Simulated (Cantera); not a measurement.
An isothermal, constant-pressure homogeneous reactor starts with 16.9 % CH4, 83.1 % CO2, at 1550 K and 32000 Pa.

Model: GRI-Mech 3.0 (53 species, 325 reactions), integrated in Cantera.

x: mole fraction; the columns are a selection and need not sum to one.

```json
[
 {"t (s)": "6.00e-5", "x CH4": "0.169", "x CO2": "0.831", "x H2": "4.69e-6", "x CO": "2.89e-7", "x CH2CO": "<1e-12", "x H2O": "2.86e-7", "x OH": "2.51e-9"},
 {"t (s)": "0.000221", "x CH4": "0.169", "x CO2": "0.830", "x H2": "1.76e-5", "x CO": "1.09e-6", "x CH2CO": "<1e-12", "x H2O": "1.08e-6", "x OH": "2.60e-9"},
 {"t (s)": "0.000812", "x CH4": "0.169", "x CO2": "0.830", "x H2": "7.27e-5", "x CO": "4.77e-6", "x CH2CO": "2.08e-12", "x H2O": "4.52e-6", "x OH": "[?]"},
 {"t (s)": "0.00299", "x CH4": "0.169", "x CO2": "0.830", "x H2": "0.000415", "x CO": "3.34e-5", "x CH2CO": "1.07e-10", "x H2O": "2.76e-5", "x OH": "[?]"},
 {"t (s)": "0.0110", "x CH4": "0.165", "x CO2": "0.829", "x H2": "0.00331", "x CO": "0.000410", "x CH2CO": "8.09e-9", "x H2O": "0.000305", "x OH": "[?]"},
 {"t (s)": "0.0404", "x CH4": "0.148", "x CO2": "0.814", "x H2": "0.0193", "x CO": "0.00515", "x CH2CO": "6.85e-7", "x H2O": "0.00432", "x OH": "[?]"},
 {"t (s)": "0.149", "x CH4": "0.110", "x CO2": "0.752", "x H2": "0.0409", "x CO": "0.0377", "x CH2CO": "8.83e-6", "x H2O": "0.0344", "x OH": "[?]"},
 {"t (s)": "0.546", "x CH4": "0.0456", "x CO2": "0.601", "x H2": "0.0321", "x CO": "0.145", "x CH2CO": "4.77e-5", "x H2O": "0.128", "x OH": "[?]"},
 {"t (s)": "2.01", "x CH4": "0.00949", "x CO2": "0.456", "x H2": "0.0407", "x CO": "0.275", "x CH2CO": "5.90e-5", "x H2O": "0.178", "x OH": "[?]"},
 {"t (s)": "7.39", "x CH4": "0.00524", "x CO2": "0.361", "x H2": "0.0665", "x CO": "0.383", "x CH2CO": "1.07e-5", "x H2O": "0.174", "x OH": "[?]"},
 {"t (s)": "27.2", "x CH4": "0.000636", "x CO2": "0.324", "x H2": "0.0804", "x CO": "0.423", "x CH2CO": "2.20e-7", "x H2O": "0.172", "x OH": "[?]"},
 {"t (s)": "100", "x CH4": "6.08e-9", "x CO2": "0.322", "x H2": "0.0812", "x CO": "0.425", "x CH2CO": "<1e-12", "x H2O": "0.172", "x OH": "[?]"}
]
```

Question: What belongs in the gaps?

Answer: 
- 0.000812, x OH: 3.46e-9
- 0.00299, x OH: 7.56e-9
- 0.0110, x OH: 3.03e-8
- 0.0404, x OH: 1.18e-7
- 0.149, x OH: 3.13e-7
- 0.546, x OH: 9.01e-7
- 2.01, x OH: 1.67e-6
- 7.39, x OH: 1.21e-6
- 27.2, x OH: 1.03e-6
- 100, x OH: 1.14e-6
